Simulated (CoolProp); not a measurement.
Properties of R134a along the isotherm 455 K (Tc = 374.2 K, pc = 40.59 bar, ω = 0.327).

The numbers come from the reference Helmholtz-energy equation of state, Tillner-Roth 1994 in CoolProp.

```csv
p (bar),phase,density (kg/m³),cp (kJ/(kg K)),Joule-Thomson coefficient (K/MPa),isothermal compressibility (1/MPa),conductivity (mW/(m K))
1.28,gas,3.471,1.094,5.520,7.855,25.9
2.28,gas,6.209,1.098,5.534,4.429,26.0
4.06,gas,11.14,1.103,5.560,2.507,26.0
7.22,gas,20.09,1.114,5.605,1.430,26.1
12.8,gas,36.54,1.135,5.684,0.8276,26.3
22.8,gas,68.29,1.179,5.817,0.4886,26.7
40.6,supercritical,133.7,1.282,5.975,0.3029,28.0
72.2,supercritical,287.2,1.572,5.525,0.1972,33.0
128,supercritical,591.7,1.785,2.415,0.06963,44.7
228,supercritical,829.4,1.565,0.5673,0.01715,56.9
406,supercritical,992.0,1.452,0.003962,0.006267,69.5
```

Thermal conductivity comes from a separate model (McLinden 2000), an estimate that may be off by 10 % or more.
